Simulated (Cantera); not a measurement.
Cantera run, input and output.

```python
import numpy as np
import cantera as ct

gas = ct.Solution("gri30.yaml")


def delay(T, t_max=10):
    gas.TPX = T, 91000, {'CO': 1, 'H2': 0.24, 'CH4': 1.4, 'O2': 3.8, 'N2': 14.3, 'H2O': 2.6}
    reactor = ct.IdealGasConstPressureReactor(gas, clone=False)
    net = ct.ReactorNet([reactor])
    net.rtol, net.atol = 1e-8, 1e-16
    while net.time < t_max:
        t_old, T_old = net.time, reactor.T
        net.step()
        if reactor.T > T + 400:  # ignition: a rise of 400 K
            return t_old + (T + 400 - T_old) / (reactor.T - T_old) * (net.time - t_old)
    return np.nan


taus = []
for T in [1123, 1173, 1223, 1273, 1323, 1373]:
    taus.append(delay(T))
    print(f"T0 = {T:6g} K   tau = {taus[-1]:.4e} s")
```

Result:

```
T0 =   1123 K   tau = 2.5369e-02 s
T0 =   1173 K   tau = 1.5523e-02 s
T0 =   1223 K   tau = 9.3882e-03 s
T0 =   1273 K   tau = 5.6619e-03 s
T0 =   1323 K   tau = 3.4350e-03 s
T0 =   1373 K   tau = 2.1133e-03 s
```

Cantera simulation using GRI-Mech 3.0 (53 species, 325 reactions); the numbers are that mechanism's predictions, not measurements.
